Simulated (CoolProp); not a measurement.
50 sccm (0 °C, 1 atm) of nitrogen bubbles through liquid toluene at 337.3 K and leaves saturated at a total pressure of 0.15 MPa (ideal gas phase). Each further row changes one setting.

Model: reference Helmholtz-energy equation of state, Lemmon 2006, in CoolProp. It is a short technical equation, of lower accuracy than the large ones.

```csv
case,vapour pressure (kPa),mole fraction of vapour,delivery (mg/min),delivery (sccm),change of delivery for a bath 1 K warmer (%)
as stated,21.8,0.145,35.0,8.50,4.6
bath temperature 342.3 K,26.3,0.176,43.8,10.7,4.6
total pressure 0.3 MPa,21.8,0.0727,16.1,3.92,4.2
```
